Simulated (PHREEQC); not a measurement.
A solution holds 0.0013 mol KH2PO4, 0.00047 mol K2HPO4 and 0.00026 mol NaCl per kg of water, at 20 °C and 500 atm. Closed to the air; pH follows from the charge balance.

Equilibrium calculation in PHREEQC: ion-association model, phreeqc.dat.

### Question
The ionic strength comes out as 0.00297 mol/kgw. What activity coefficients do K+, Na+, H2PO4-, HPO4-2, Cl- get?

### Answer
K+ 0.94, Na+ 0.94, H2PO4- 0.94, HPO4-2 0.80, Cl- 0.94.

Precipitation was switched off in this run. Under pressure, the constants of complexes without a molar volume in the database are unreliable.
